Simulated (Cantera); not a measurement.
An adiabatic, constant-volume homogeneous reactor starts with H₂ : O₂ : N₂ = 1 : 0.333 : 1.87 (molar parts), equivalence ratio 1.5, at 1600 K and 0.620 bar. Integrator tolerance rtol = 1e-08.

Cantera simulation using the H2/O2 subset of GRI-Mech 3.0, which has no nitrogen chemistry; the numbers are that mechanism's predictions, not measurements.

Q: What does this change do: N2 1.87 to 1.2 parts?

A: 
| quantity | before | after |
|---|---|---|
| time of steepest temperature rise | 19.6 µs | 15.4 µs |
| temperature at 0.100 s | 2875 K | 2988 K |
| equilibrium temperature | 2875 K | 2988 K |
| x(H₂) at 0.100 s | 0.113 (gas-phase equilibrium 0.113) | 0.147 (gas-phase equilibrium 0.147) |
| x(O₂) at 0.100 s | 0.00250 (gas-phase equilibrium 0.00250) | 0.00468 (gas-phase equilibrium 0.00468) |
| x(H₂O₂) at 0.100 s | 1.43e-7 (gas-phase equilibrium 1.43e-7) | 2.87e-7 (gas-phase equilibrium 2.87e-7) |
| x(O) at 0.100 s | 0.00358 (gas-phase equilibrium 0.00358) | 0.00725 (gas-phase equilibrium 0.00725) |
| x(H) at 0.100 s | 0.0352 (gas-phase equilibrium 0.0352) | 0.0570 (gas-phase equilibrium 0.0570) |
| x(HO₂) at 0.100 s | 1.70e-6 (gas-phase equilibrium 1.70e-6) | 3.75e-6 (gas-phase equilibrium 3.75e-6) |
| x(OH) at 0.100 s | 0.0185 (gas-phase equilibrium 0.0185) | 0.0305 (gas-phase equilibrium 0.0305) |

Q: What does this change do: O2 0.333 to 0.49 parts?

A: 
```
quantity                                                            before                                    after
---------------------------------  ---------------------------------------  ---------------------------------------
time of steepest temperature rise                                  19.6 µs                                  15.4 µs
temperature at 0.100 s                                              2875 K                                   2964 K
equilibrium temperature                                             2875 K                                   2964 K
x(H₂) at 0.100 s                       0.113 (gas-phase equilibrium 0.113)    0.0622 (gas-phase equilibrium 0.0622)
x(O₂) at 0.100 s                   0.00250 (gas-phase equilibrium 0.00250)    0.0196 (gas-phase equilibrium 0.0196)
x(H₂O₂) at 0.100 s                 1.43e-7 (gas-phase equilibrium 1.43e-7)  5.29e-7 (gas-phase equilibrium 5.29e-7)
x(O) at 0.100 s                    0.00358 (gas-phase equilibrium 0.00358)    0.0137 (gas-phase equilibrium 0.0137)
x(H) at 0.100 s                      0.0352 (gas-phase equilibrium 0.0352)    0.0345 (gas-phase equilibrium 0.0345)
x(HO₂) at 0.100 s                  1.70e-6 (gas-phase equilibrium 1.70e-6)  1.02e-5 (gas-phase equilibrium 1.02e-5)
x(OH) at 0.100 s                     0.0185 (gas-phase equilibrium 0.0185)    0.0401 (gas-phase equilibrium 0.0401)
```
